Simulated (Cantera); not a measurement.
A freely propagating, adiabatic, planar premixed flame of C3H8 : O2 : N2 = 1 : 5.21 : 18.2 (molar parts), unburnt at 548 K and 8.30 bar; mixture-averaged transport, grid criteria slope 0.08 and curve 0.16, no radiation.

Model: GRI-Mech 3.0 (53 species, 325 reactions), integrated in Cantera. GRI-Mech 3.0 was tuned for natural gas; its chemistry of propane as a main component is partial and can be far from experiment. Burning velocities carry a grid error of a few per cent, more on coarse grids.

Problem. Predict: laminar burning velocity; thermal thickness; peak x(CH4); peak x(C2H); peak x(H2); peak x(HCO).

Solution. 
```json
{
  "laminar_burning_velocity": "83.4 cm/s",
  "thermal_thickness": "0.0472 mm",
  "peak x(CH4)": "0.00272",
  "peak x(C2H)": "2.88e-6",
  "peak x(H2)": "0.0148",
  "peak x(HCO)": "5.92e-5"
}
```
